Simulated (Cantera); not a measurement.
A closed system holds: 1 mol Ti, 1.8 mol H₂O, 1.1 mol CO, held at 1475 °C and 23.0 Pa.

Method: chemical equilibrium by Gibbs-energy minimisation in Cantera with the NASA 1993 tables (ideal gas, pure condensed phases). Candidate condensed phases: C, C₆H₆, C₇H₈, C₈H₁₈, H₂O, Ti, TiC, TiO, TiO₂, Ti₂O₃, Ti₃O₅, Ti₄O₇; 113 gas species. Mutual solubility and eutectic melting of coexisting phases are not modelled. Condensed phases not in the tables: Magnéli phases beyond Ti₄O₇. The numbers say what is thermodynamically allowed, not how fast it happens.

Base state: H₂ 0.594, CO 0.374, H₂O 0.0168, H 0.0116, CO₂ 0.00293, OH 1.92e-5 (mole fractions); condensed: Ti₃O₅(s) + Ti₄O₇(s).

### Question
What changes in the equilibrium state with this change: pressure from 23.0 Pa to 0.350 bar?

### Answer
```tsv
species	before	after
H₂	0.594	0.603
CO	0.374	0.376
H₂O	0.0168	0.0171
H	0.0116	0.000300
OH	1.92e-5	4.96e-7
CO₂	0.00293	0.00295
Ti₃O₅(s), mol	0.0308	0.0324
Ti₄O₇(s), mol	0.227	0.226
```
